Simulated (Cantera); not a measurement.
Ammonia decomposition in nitride growth gas

An isothermal, constant-pressure homogeneous reactor starts with 31.2 % NH3, 68.6 % H2, 0.156 % N2, at 2025 K and 135 Torr.

Computed with Cantera and the gas-phase N/H chemistry of the illustrative SiF4/NH3 mechanism in the Surface Chemkin manual (1991). Walls and surfaces, which speed up NH3 decomposition in real reactors, are not modelled.

| t (s) | x NH3 | x H2 | x N2 | x NH2 | x N2H2 | x H |
|---|---|---|---|---|---|---|
| 0.000500 | 0.311 | 0.686 | 0.00159 | 0.000411 | 5.77e-7 | 0.000309 |
| 0.00113 | 0.310 | 0.687 | 0.00190 | 0.000628 | 1.70e-6 | 0.000474 |
| 0.00256 | 0.307 | 0.689 | 0.00302 | 0.000657 | 1.92e-6 | 0.000502 |
| 0.00580 | 0.301 | 0.693 | 0.00558 | 0.000648 | 1.87e-6 | 0.000509 |
| 0.0131 | 0.286 | 0.702 | 0.0111 | 0.000627 | 1.76e-6 | 0.000525 |
| 0.0297 | 0.256 | 0.720 | 0.0225 | 0.000583 | 1.54e-6 | 0.000559 |
| 0.0673 | 0.202 | 0.754 | 0.0432 | 0.000498 | 1.15e-6 | 0.000635 |
| 0.152 | 0.121 | 0.804 | 0.0738 | 0.000356 | 6.36e-7 | 0.000803 |
| 0.345 | 0.0421 | 0.853 | 0.104 | 0.000177 | 1.94e-7 | 0.00122 |
| 0.781 | 0.00352 | 0.875 | 0.119 | 3.43e-5 | 1.30e-8 | 0.00290 |
| 1.77 | 0.000187 | 0.876 | 0.120 | 2.67e-6 | 1.01e-10 | 0.00426 |
| 4.00 | 5.23e-5 | 0.876 | 0.120 | 7.49e-7 | 8.00e-12 | 0.00427 |
x: mole fraction; the columns are a selection and need not sum to one.

Equilibrium at this temperature and pressure: NH3 9.82e-7, H2 0.876, N2 0.120, NH2 1.41e-8, N2H2 <1e-12, H 0.00427 (gas phase only).
